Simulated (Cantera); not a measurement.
A closed system holds: 1 mol Zr, 0.76 mol N2, held at 2800 K.

Method: chemical equilibrium by Gibbs-energy minimisation in Cantera with the NASA 1993 tables (ideal gas, pure condensed phases). Candidate condensed phases: Zr, ZrN; 4 gas species. ZrN: taken at fixed stoichiometry. Rates play no part.

Problem. At 4600 Pa, list the 3 most abundant gas species with their mole fractions, and the condensed phases.

Solution. N2 1.000, Zr 5.74e-5, N 1.63e-5. Condensed: ZrN(s).
